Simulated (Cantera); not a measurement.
Feed: 1 mol Fe2O3, 12 mol CO, equilibrated at 2123 K.

Equilibrium computed with Cantera from the NASA thermochemical tables; the gas is ideal and each condensed phase is pure. Candidate condensed phases: C, Fe, Fe(CO)5, FeO, Fe2O3, Fe3O4; 15 gas species. The tables' stoichiometric FeO is somewhat more stable than real wüstite, so its field is too wide. FeO: taken at fixed stoichiometry. Rates play no part.

Problem. At 7.50 mbar, list the 6 most abundant gas species with their mole fractions, and the condensed phases.

Solution. CO 0.759, CO2 0.157, Fe 0.0814, FeO 0.00223, O 0.000157, O2 6.94e-5. Condensed: FeO(l).
